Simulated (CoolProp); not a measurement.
Vapour-liquid equilibrium of n-pentane (1) + toluene (2) at 0.0556 MPa; x and y are mole fractions of (1).

Values from CoolProp's multi-fluid Helmholtz-energy mixture model, Thol 2019 and Lemmon 2006; pair parameters Bell 2016.

**Question.** Give the bubble temperature and the first vapour's composition at x = 0.35, 0.575, 0.725. Is there an azeotrope?

**Answer.** x = 0.35: 40.4 °C, y = 0.896; x = 0.575: 30.9 °C, y = 0.951; x = 0.725: 26.4 °C, y = 0.972. No azeotrope shows between x = 0.05 and 0.95.

Pair parameters are fitted to limited data, so mixtures are less certain than the pure fluids.
